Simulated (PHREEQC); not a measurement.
**Buffer: an equilibrium model**

Consider water at 20 °C with 29 mmol/kgw NaHSO4 and 0.08 mmol/kgw NH3. Closed to the air; pH follows from the charge balance.

Computed with PHREEQC (ion-association model, wateq4f.dat).

The pH comes out as 1.83 and the ionic strength comes out as 0.0621 mol/kgw. The total alkalinity is -28.9 meq/kg.

```json
[
 {"species": "Na+", "molality": "0.0280", "activity": "0.0228", "log γ": "-0.090"},
 {"species": "H+", "molality": "0.0174", "activity": "0.0147", "log γ": "-0.073"},
 {"species": "SO4-2", "molality": "0.0165", "activity": "0.00721", "log γ": "-0.360"},
 {"species": "HSO4-", "molality": "0.0115", "activity": "0.00929", "log γ": "-0.092"},
 {"species": "NaSO4-", "molality": "0.000974", "activity": "0.000797", "log γ": "-0.087"},
 {"species": "NH4+", "molality": "7.32e-5", "activity": "5.93e-5", "log γ": "-0.091"},
 {"species": "NH4SO4-", "molality": "6.77e-6", "activity": "5.51e-6", "log γ": "-0.089"}
]
```

Precipitation was switched off in this run. Complexes and solids missing from the database can't appear.
